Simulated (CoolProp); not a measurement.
R152A along the isotherm 341.2 K: density (kg/m³) from the reference equation and from simpler models built on Tc = 386.4 K, pc = 4.517 MPa, ω = 0.275; each cubic takes its own stable root.

The numbers come from the reference Helmholtz-energy equation of state, Outcalt 1996 in CoolProp. It is a modified Benedict-Webb-Rubin equation, recast in Helmholtz form.

| p (MPa) | phase | reference |
|---|---|---|
| 0.753 | gas | 19.56 |
| 1.51 | gas | 45.72 |
| 2.26 | liquid | 776.0 |
| 3.01 | liquid | 782.7 |
| 3.76 | liquid | 788.8 |
| 4.52 | liquid | 794.6 |
| 5.27 | liquid | 799.9 |
| 6.02 | liquid | 804.9 |
| 6.78 | liquid | 809.7 |

### Question
How far does each simpler model (van der Waals, Redlich-Kwong) lie from the reference over these 9 states: mean and median of the absolute difference, and the worst?

### Answer
- van der Waals: mean 40.1 %, median 42.3 %, worst -90.8 % at 341.2 K and 2.26 MPa
- Redlich-Kwong: mean 18.7 %, median 22.3 %, worst -25.3 % at 341.2 K and 2.26 MPa

At some of these states van der Waals gives the other phase, because its saturation line lies elsewhere.
